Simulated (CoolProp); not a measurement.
The fluid at 253.79 K and 0.986 MPa (liquid) is heated at constant pressure to 427 K. The same conditions are run with several fluids, on thermodynamics alone (safety and materials aside).

The numbers come from the reference Helmholtz-energy equation of state of each fluid (vinyl chloride: Thol 2022; n-perfluorobutane: Gao 2022; R134a: Tillner-Roth 1994; R22: Kamei 1995; isobutane: Bücker 2006) in CoolProp.

```json
[
 {"fluid": "vinyl chloride", "heat (kJ/kg)": "…", "final density (kg/m³)": "18.4"},
 {"fluid": "n-perfluorobutane", "heat (kJ/kg)": "…", "final density (kg/m³)": "…"},
 {"fluid": "R134a", "heat (kJ/kg)": "…", "final density (kg/m³)": "…"},
 {"fluid": "R22", "heat (kJ/kg)": "339", "final density (kg/m³)": "…"},
 {"fluid": "isobutane", "heat (kJ/kg)": "…", "final density (kg/m³)": "…"}
]
```

Question: Fill in the missing entries.

Answer: 
- vinyl chloride, heat (kJ/kg): 513
- n-perfluorobutane, heat (kJ/kg): 253
- n-perfluorobutane, final density (kg/m³): 73.7
- R134a, heat (kJ/kg): 366
- R134a, final density (kg/m³): 30.0
- R22, final density (kg/m³): 25.1
- isobutane, heat (kJ/kg): 680
- isobutane, final density (kg/m³): 17.6
